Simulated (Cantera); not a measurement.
Input (Python, Cantera) and output of one run.

```python
import numpy as np
import cantera as ct

gas_names = [...]  # 136 gases of nasa_gas.yaml made of C, H, N, O
cond_names = """
    C(gr) C6H6(L) C7H8(L) C8H18(L),n-octa H2O(s) H2O(L)
""".split()


# ... load() reads the species with a 1 bar reference pressure and builds the phases ...
atoms = {
    'C2H4': {'C': 2, 'H': 4},
    'H2O': {'H': 2, 'O': 1},
    'N2': {'N': 2},
}
top_T = {'C(gr)': 4500}  # K; cautious upper limits of use, not melting points


# ... equilibrate(T, P, feed) seeds the gas with the atoms and calls Mixture.equilibrate('TP', solver="vcs", rtol=1e-11, max_steps=5000) ...
results = []
T = 825  # K
P = 1000  # Pa
for m in [0.61, 0.75, 0.93, 1.2, 1.4, 1.8, 2.2, 2.7, 3.3]:
    feed = {'C2H4': 1, 'H2O': m, 'N2': 1.5}  # mol
    mix = equilibrate(T, P, feed)
    results.append((T, P, feed, dict(zip(mix.species_names, mix.species_moles))))

top = {s: max(r[3][s] / sum(r[3][g] for g in gas_names) for r in results) for s in gas_names}
cols = sorted((s for s in top if top[s] > 1e-05), key=lambda s: -top[s])[:6]
seen = [c for c in cond_names if any(r[3].get(c, 0) > 1e-12 for r in results)]
print("log10 of partial pressures in bar; condensed amounts in mol")
print(f"{'n(H2O)':>10s}" + "".join(f"{s[:9]:>10s}" for s in cols + seen))
for T, P, feed, n in results:
    ng = sum(n[g] for g in gas_names)
    print(f"{feed['H2O']:10.4g}" + "".join(f"{np.log10(max(n[s] / ng * P / 1e5, 1e-99)):10.3f}" for s in cols)
          + "".join(f"{n.get(c, 0):10.4g}" for c in seen))
```

Result:

```
log10 of partial pressures in bar; condensed amounts in mol
    n(H2O)        H2        N2        CO       CO2       H2O       CH4     C(gr)
      0.61    -2.261    -2.491    -2.950    -4.246    -4.110    -4.565      1.44
      0.75    -2.263    -2.515    -2.889    -4.125    -4.051    -4.569     1.317
      0.93    -2.265    -2.543    -2.831    -4.008    -3.994    -4.573     1.161
       1.2    -2.267    -2.583    -2.767    -3.880    -3.933    -4.578    0.9274
       1.4    -2.269    -2.610    -2.732    -3.810    -3.900    -4.581    0.7557
       1.8    -2.271    -2.660    -2.679    -3.705    -3.850    -4.586    0.4141
       2.2    -2.273    -2.704    -2.642    -3.631    -3.814    -4.590   0.07426
       2.7    -2.272    -2.737    -2.711    -3.311    -3.425    -5.044         0
       3.3    -2.277    -2.768    -2.818    -3.125    -3.136    -5.455         0
```

Equilibrium computed with Cantera from the NASA thermochemical tables; the gas is ideal and each condensed phase is pure.
